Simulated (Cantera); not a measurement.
**Boron, boron nitride and boron oxide: BCl3 + N2**

Input: 1 mol BCl3, 35 mol N2.

Cantera equilibrium calculation (NASA polynomials, part measured and part estimated; ideal gas, pure solids and liquids). Candidate condensed phases: B, BN; 10 gas species. N2 is the only nitrogen source here; it is nearly inert below about 1500 K, so the nitride shown seldom forms there in practice. The tables' values for BCl2 are old estimates. Equilibrium is a limit: real reactors are often held back by kinetics, nucleation or transport.

**Question.** Map the stable condensed phases over T = 1250, 1325, 1400, 1475, 1550, 1625, 1700, 1775, 1850 K and P in Pa = 10, 25, 63, 160, 400, 1000, 2500, 6300, 16000, 40000, 100000.

**Answer.** 
```
T in K \ P in Pa
             10     25     63    160    400   1000   2500   6300  16000  40000 100000
   1850       A      A      A      A      A      A      A      B      B      B      B
   1775       A      A      A      A      A      B      B      B      B      B      B
   1700       A      A      A      B      B      B      B      B      B      B      B
   1625       A      B      B      B      B      B      B      B      B      B      B
   1550       B      B      B      B      B      B      B      B      B      B      B
   1475       B      B      B      B      B      B      B      B      B      B      B
   1400       B      B      B      B      B      B      B      B      B      B      B
   1325       B      B      B      B      B      B      B      B      B      B      B
   1250       B      B      B      B      B      B      B      B      B      A      A
```
A: gas only; B: BN.
